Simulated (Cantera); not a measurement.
Feed: 1 mol Cr, 5.6 mol N2, held at 1.33 mbar.

Cantera equilibrium calculation (NASA polynomials, part measured and part estimated; ideal gas, pure solids and liquids). Candidate condensed phases: Cr, CrN, Cr2N; 4 gas species. The numbers say what is thermodynamically allowed, not how fast it happens.

Which condensed phases are stable at each of these points (T (°C)): 850, 900, 950, 1000, 1050, 1100, 1150, 1200, 1250, 1300, 1350, 1400?


```
T (°C)  condensed phases  Cr condensed (%)
------  ----------------  ----------------
850              Cr2N(s)             100.0
900              Cr2N(s)             100.0
950              Cr2N(s)             100.0
1000               Cr(s)             100.0
1050               Cr(s)             100.0
1100               Cr(s)             100.0
1150               Cr(s)             100.0
1200               Cr(s)              99.9
1250               Cr(s)              99.6
1300               Cr(s)              99.0
1350               Cr(s)              97.6
1400               Cr(s)              94.3
```

From 850 °C to 950 °C the condensed part is Cr2N(s). From 1000 °C to 1400 °C the condensed part is Cr(s).
